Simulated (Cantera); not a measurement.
An adiabatic, constant-volume homogeneous reactor starts with H₂ : O₂ : N₂ = 1 : 0.25 : 0.94 (molar parts), at 1175 K and 285 Torr. Integrator tolerance rtol = 1e-08.

Computed with Cantera and GRI-Mech 3.0 (53 species, 325 reactions).

What does this change do: O2 0.25 to 0.098 parts?


| quantity | before | after |
|---|---|---|
| time of steepest temperature rise | 0.146 ms | 0.310 ms |
| temperature at 0.600 s | 2774 K | 2067 K |
| equilibrium temperature | 2774 K | 2067 K |
| x(H₂) at 0.600 s | 0.239 (gas-phase equilibrium 0.239) | 0.413 (gas-phase equilibrium 0.413) |
| x(O₂) at 0.600 s | 0.000468 (gas-phase equilibrium 0.000468) | 2.09e-8 (gas-phase equilibrium 2.09e-8) |
| x(N₂O) at 0.600 s | 5.07e-8 (gas-phase equilibrium 5.07e-8) | 7.00e-11 (gas-phase equilibrium 7.95e-11) |
| x(OH) at 0.600 s | 0.0110 (gas-phase equilibrium 0.0110) | 5.62e-5 (gas-phase equilibrium 5.62e-5) |
| x(H₂O) at 0.600 s | 0.236 (gas-phase equilibrium 0.236) | 0.101 (gas-phase equilibrium 0.101) |
| x(NO) at 0.600 s | 0.00130 (gas-phase equilibrium 0.00130) | 9.96e-7 (gas-phase equilibrium 2.27e-6) |
